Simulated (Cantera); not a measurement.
**Fluorocarbon and chlorocarbon gases: CHF3 + H2**

Feed: 1 mol CHF3, 0.072 mol H2, at 1330 Pa.

Equilibrium computed with Cantera from the NASA thermochemical tables; the gas is ideal and each condensed phase is pure. Candidate condensed phases: C, C6H6, C7H8, C8H18; 95 gas species. Gases not in the tables: C2F6 and larger saturated fluorocarbons. The numbers say what is thermodynamically allowed, not how fast it happens.

```tsv
T (K)	x HF	x CF4	x CF2	x F	x CF3	x CF	x H	n C(graphite)
1223	0.711	0.289	1.22e-6	1.18e-7	5.86e-7	<1e-12	9.72e-11	0.536
1323	0.711	0.289	9.86e-6	1.24e-6	3.18e-6	3.32e-11	7.02e-10	0.536
1423	0.711	0.289	5.91e-5	9.33e-6	1.36e-5	7.40e-10	3.86e-9	0.536
1523	0.711	0.288	0.000279	5.40e-5	4.78e-5	1.09e-8	1.71e-8	0.536
1623	0.711	0.288	0.00108	0.000252	0.000144	1.15e-7	6.30e-8	0.535
1723	0.710	0.285	0.00356	0.000983	0.000378	9.21e-7	2.01e-7	0.533
1823	0.706	0.280	0.0102	0.00329	0.000883	5.83e-6	5.64e-7	0.529
1923	0.697	0.266	0.0256	0.00964	0.00184	3.01e-5	1.43e-6	0.518
2023	0.677	0.237	0.0568	0.0250	0.00339	0.000130	3.31e-6	0.497
2123	0.641	0.187	0.109	0.0572	0.00532	0.000469	7.13e-6	0.461
2223	0.587	0.117	0.173	0.114	0.00664	0.00142	1.47e-5	0.417
2323	0.528	0.0515	0.217	0.195	0.00602	0.00352	3.07e-5	0.397
```
x: gas mole fraction; n: condensed amount in mol.

From 1223 K to 2323 K the condensed part is C(graphite). The main C-bearing gas is CF4 at 1223 K and CF2 at 2323 K.
